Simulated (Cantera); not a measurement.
Low-pressure radical oxidation in H2/O2

An isothermal, constant-pressure homogeneous reactor starts with 13.8 % H2, 86.1 % O2, 0.112 % H2O, at 1348 K and 0.0267 bar.

Computed with Cantera and the H2/O2 subset of GRI-Mech 3.0, which has no nitrogen chemistry. Radical loss at walls, strong at low pressure, is not modelled. The temperature is held fixed by assumption; the heat of reaction is taken as removed at once.

| t (s) | x H2 | x O2 | x OH | x H2O | x O | x HO2 | x H |
|---|---|---|---|---|---|---|---|
| 0.000100 | 0.138 | 0.861 | 1.09e-6 | 0.00112 | 1.44e-6 | 2.67e-7 | 1.45e-6 |
| 0.000285 | 0.132 | 0.857 | 0.00153 | 0.00524 | 0.00206 | 4.19e-6 | 0.00204 |
| 0.000811 | 0.00511 | 0.770 | 0.0118 | 0.113 | 0.0691 | 9.76e-6 | 0.0316 |
| 0.00231 | 0.00422 | 0.786 | 0.0108 | 0.121 | 0.0550 | 9.84e-6 | 0.0226 |
| 0.00658 | 0.00242 | 0.816 | 0.00830 | 0.134 | 0.0295 | 9.19e-6 | 0.00897 |
| 0.0187 | 0.000650 | 0.841 | 0.00435 | 0.145 | 0.00759 | 5.82e-6 | 0.00117 |
| 0.0534 | 9.78e-5 | 0.849 | 0.00170 | 0.148 | 0.00113 | 1.84e-6 | 6.77e-5 |
| 0.152 | 1.50e-5 | 0.850 | 0.000669 | 0.149 | 0.000175 | 4.16e-7 | 4.11e-6 |
| 0.433 | 2.98e-6 | 0.851 | 0.000299 | 0.149 | 3.48e-5 | 1.16e-7 | 3.66e-7 |
| 1.23 | 7.52e-7 | 0.851 | 0.000151 | 0.149 | 8.83e-6 | 6.61e-8 | 4.68e-8 |
| 3.51 | 2.70e-7 | 0.851 | 9.04e-5 | 0.149 | 3.18e-6 | 7.43e-8 | 1.01e-8 |
| 10.0 | 1.98e-7 | 0.851 | 7.74e-5 | 0.149 | 2.33e-6 | 8.17e-8 | 6.39e-9 |
x: mole fraction; the columns are a selection and need not sum to one.

Equilibrium at this temperature and pressure: H2 1.97e-7, O2 0.851, OH 7.72e-5, H2O 0.149, O 2.32e-6, HO2 8.19e-8, H 6.33e-9 (gas phase only).
